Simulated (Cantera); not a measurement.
An isothermal, constant-pressure homogeneous reactor starts with CH₄ : N₂ = 1 : 77 (molar parts), at 1950 K and 14.3 Torr. Integrator tolerance rtol = 1e-08.

Detailed kinetics in Cantera: GRI-Mech 3.0 (53 species, 325 reactions). GRI-Mech 3.0 stops at C3 and has no aromatics, soot or wall deposition, so with more carbon than oxygen in the feed, carbon stays in small species such as C2H2 where larger ones or solid carbon would form. Radical loss at walls, strong at low pressure, is not modelled.

Problem. What does this change do: CH4 1 to 1.5 parts?

Solution. 
```csv
quantity,before,after
x(CH₄) at 5.00 s,4.63e-8 (gas-phase equilibrium 1.79e-8),5.68e-8 (gas-phase equilibrium 4.73e-8)
x(H) at 5.00 s,0.000844 (gas-phase equilibrium 0.00114),0.00119 (gas-phase equilibrium 0.00139)
x(C₂H₂) at 5.00 s,0.00625 (gas-phase equilibrium 0.000330),0.00928 (gas-phase equilibrium 0.000702)
x(HCN) at 5.00 s,0.000154 (gas-phase equilibrium 0.0120),0.000159 (gas-phase equilibrium 0.0173)
x(CH₃) at 5.00 s,4.18e-8 (gas-phase equilibrium 2.19e-8),4.89e-8 (gas-phase equilibrium 4.74e-8)
```

Problem. What does this change do: temperature 1950 to 1825 K?

Solution. 
```
quantity                                             before                                      after
-----------------  ----------------------------------------  -----------------------------------------
x(CH₄) at 5.00 s    4.63e-8 (gas-phase equilibrium 1.79e-8)    1.67e-6 (gas-phase equilibrium 4.54e-8)
x(H) at 5.00 s     0.000844 (gas-phase equilibrium 0.00114)  0.000329 (gas-phase equilibrium 0.000441)
x(C₂H₂) at 5.00 s  0.00625 (gas-phase equilibrium 0.000330)   0.00628 (gas-phase equilibrium 0.000375)
x(HCN) at 5.00 s    0.000154 (gas-phase equilibrium 0.0120)     8.80e-5 (gas-phase equilibrium 0.0119)
x(CH₃) at 5.00 s    4.18e-8 (gas-phase equilibrium 2.19e-8)    5.88e-7 (gas-phase equilibrium 2.14e-8)
```
